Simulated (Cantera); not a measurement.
A Cantera script and its output.

```python
import numpy as np
import cantera as ct

surf = ct.Interface("diamond.yaml", "diamond_100")
gas, bulk = surf.adjacent["gas"], surf.adjacent["diamond"]
k = surf.kinetics_species_index(bulk.species_names[0])
cover = ["c6HH", "c6H*", "c6*H", "c6**", "c6HM", "c6B"]

rows, drift = [], 0.0
print(f"{'xH':>10s}{'um/h':>11s}" + "".join(f"{s:>11s}" for s in cover))
for v in [0.0001, 0.00021, 0.00045, 0.00094, 0.002, 0.0042, 0.0089, 0.019, 0.04]:
    T, P, xH, xCH3 = 1250, 2400, v, 0.0018
    gas.TPX = T, P, {"H": xH, "CH3": xCH3, "CH4": 0.022, "H2": 1 - xH - xCH3 - 0.022}
    surf.TP = bulk.TP = T, P
    surf.coverages = "c6H*:0.1, c6HH:0.9"
    surf.advance_coverages(100.0)
    before = surf.coverages
    surf.advance_coverages(100.0)
    drift = max(drift, np.max(np.abs(surf.coverages - before) / (surf.coverages + 1e-9)))
    rate = surf.net_production_rates[k] * bulk.mean_molecular_weight / bulk.density * 3.6e9
    rows.append([rate, *surf[cover].coverages])
    print(f"{v:10.4g}{rate:11.4e}" + "".join(f"{x:11.3e}" for x in rows[-1][1:]))
```

Output:

```
        xH       um/h       c6HH       c6H*       c6*H       c6**       c6HM        c6B
    0.0001 2.3270e-01  6.271e-01  2.796e-02  3.259e-01  3.283e-03  2.348e-03  6.315e-10
   0.00021 6.5519e-01  5.358e-01  3.448e-02  4.018e-01  6.814e-03  3.058e-03  1.778e-09
   0.00045 1.4810e+00  4.734e-01  3.883e-02  4.525e-01  1.249e-02  3.751e-03  4.019e-09
   0.00094 2.6930e+00  4.386e-01  4.117e-02  4.798e-01  1.945e-02  4.372e-03  7.308e-09
     0.002 4.3350e+00  4.196e-01  4.241e-02  4.941e-01  2.650e-02  4.872e-03  1.176e-08
    0.0042 6.5048e+00  4.101e-01  4.301e-02  5.010e-01  3.180e-02  5.114e-03  1.765e-08
    0.0089 9.8403e+00  4.055e-01  4.334e-02  5.046e-01  3.519e-02  5.026e-03  2.670e-08
     0.019 1.5253e+01  4.035e-01  4.358e-02  5.067e-01  3.710e-02  4.548e-03  4.139e-08
      0.04 2.3019e+01  4.029e-01  4.382e-02  5.081e-01  3.812e-02  3.704e-03  6.246e-08
```

Cantera simulation using the Harris–Goodwin 1993 mechanism for the reconstructed diamond (100) surface; the numbers are that mechanism's predictions, not measurements.
